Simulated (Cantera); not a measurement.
An adiabatic, constant-pressure homogeneous reactor starts with CH4 : H2 : O2 : N2 = 1 : 0.52 : 2.26 : 8.5 (molar parts), at 975 K and 1200 Torr. Integrator tolerance rtol = 1e-08.

Computed with Cantera and GRI-Mech 3.0 (53 species, 325 reactions). Below about 1000 K GRI-Mech 3.0 lacks low-temperature oxidation paths.

Task: What does this change do: pressure from 1200 Torr to 188 Torr?

Result: 
| quantity | before | after |
|---|---|---|
| time of steepest temperature rise | 24.6 ms | 74.7 ms |
| temperature at 2.00 s | 2571 K | 2474 K |
| equilibrium temperature | 2571 K | 2474 K |
| x(CH4) at 2.00 s | <1e-12 (gas-phase equilibrium <1e-12) | <1e-12 (gas-phase equilibrium <1e-12) |
| x(H2) at 2.00 s | 0.0115 (gas-phase equilibrium 0.0115) | 0.0152 (gas-phase equilibrium 0.0152) |
| x(O2) at 2.00 s | 0.0116 (gas-phase equilibrium 0.0116) | 0.0152 (gas-phase equilibrium 0.0152) |
| x(CO) at 2.00 s | 0.0230 (gas-phase equilibrium 0.0230) | 0.0277 (gas-phase equilibrium 0.0277) |
| x(OH) at 2.00 s | 0.0106 (gas-phase equilibrium 0.0106) | 0.0131 (gas-phase equilibrium 0.0131) |
| x(CH2O) at 2.00 s | 1.69e-10 (gas-phase equilibrium 1.69e-10) | 4.22e-11 (gas-phase equilibrium 4.22e-11) |
